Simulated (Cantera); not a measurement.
# Hg + O2 + N2 (iron carbonyl, mercury and lead vapours)

Charge: 1 mol Hg, 1.8 mol O2, 3.2 mol N2, held at 10000 Pa.

Method: chemical equilibrium by Gibbs-energy minimisation in Cantera with the NASA 1993 tables (ideal gas, pure condensed phases). Candidate condensed phases: Hg, HgO; 10 gas species. Rates play no part.

From 475 K to 600 K the condensed part is HgO(s). From 625 K to 650 K nothing is condensed. The main Hg-bearing gas is Hg throughout.

```json
[
 {"T (K)": "475", "log p N2": "-1.15", "log p O2": "-1.54", "log p Hg": "-5.19", "log p NO": "-10.73", "log p NO2": "-9.07", "n HgO(s)": "1.000"},
 {"T (K)": "500", "log p N2": "-1.15", "log p O2": "-1.54", "log p Hg": "-4.37", "log p NO": "-10.23", "log p NO2": "-8.89", "n HgO(s)": "0.998"},
 {"T (K)": "525", "log p N2": "-1.15", "log p O2": "-1.54", "log p Hg": "-3.62", "log p NO": "-9.78", "log p NO2": "-8.73", "n HgO(s)": "0.989"},
 {"T (K)": "550", "log p N2": "-1.16", "log p O2": "-1.54", "log p Hg": "-2.95", "log p NO": "-9.37", "log p NO2": "-8.58", "n HgO(s)": "0.948"},
 {"T (K)": "575", "log p N2": "-1.18", "log p O2": "-1.53", "log p Hg": "-2.34", "log p NO": "-9.00", "log p NO2": "-8.45", "n HgO(s)": "0.777"},
 {"T (K)": "600", "log p N2": "-1.27", "log p O2": "-1.52", "log p Hg": "-1.78", "log p NO": "-8.69", "log p NO2": "-8.36", "n HgO(s)": "0.00594"},
 {"T (K)": "625", "log p N2": "-1.27", "log p O2": "-1.52", "log p Hg": "-1.78", "log p NO": "-8.38", "log p NO2": "-8.24", "n HgO(s)": "0"},
 {"T (K)": "650", "log p N2": "-1.27", "log p O2": "-1.52", "log p Hg": "-1.78", "log p NO": "-8.08", "log p NO2": "-8.14", "n HgO(s)": "0"}
]
```
log p: log10 of the partial pressure in bar; n: condensed amount in mol.
